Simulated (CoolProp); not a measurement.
Vapour-liquid equilibrium of R143a (1) + isobutene (2) at 25.05 °C; x and y are mole fractions of (1).

Computed with CoolProp (multi-fluid Helmholtz-energy mixture model, Lemmon and Jacobsen 2000 and Lemmon 2005; pair parameters Bell 2016).

```tsv
x	bubble pressure (MPa)	y at the bubble point	dew pressure at overall composition x (MPa)	liquid density (mol/L)
0.05	0.4110	0.269	0.3209	10.50
0.125	0.5412	0.463	0.3472	10.53
0.2	0.6453	0.566	0.3779	10.55
0.275	0.7306	0.633	0.4141	10.58
0.35	0.8028	0.682	0.4576	10.60
0.425	0.8660	0.721	0.5103	10.63
0.5	0.9234	0.756	0.5752	10.66
0.575	0.9774	0.788	0.6558	10.69
0.65	1.029	0.820	0.7551	10.73
0.725	1.080	0.853	0.8724	10.78
0.8	1.131	0.888	0.9970	10.84
0.875	1.181	0.926	1.113	10.91
0.95	1.231	0.969	1.210	11.00
```

No azeotrope shows between x = 0.05 and 0.95.

Pair parameters are fitted to limited data, so mixtures are less certain than the pure fluids.
